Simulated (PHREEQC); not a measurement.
Make-up at 20 °C: 0.048 mol/kgw CdCl2 and 0.082 mol/kgw H2SO4. Closed to the air; pH follows from the charge balance.

All values are PHREEQC results (ion-association model, phreeqc.dat), not measurements.

| quantity | before | after |
|---|---|---|
| pH | 1.06 | 1.08 |
| ionic strength (mol/kgw) | 0.192 | 0.120 |

Task: Which change was made?
A) H2SO4 from 0.082 to 0.164 mol/kgw
B) H2SO4 from 0.082 to 0.0164 mol/kgw
C) H2SO4 left out
D) CdCl2 left out
E) CdCl2 from 0.048 to 0.48 mol/kgw

Result: D, CdCl2 left out

This is a speciation only: nothing precipitates in the calculation.
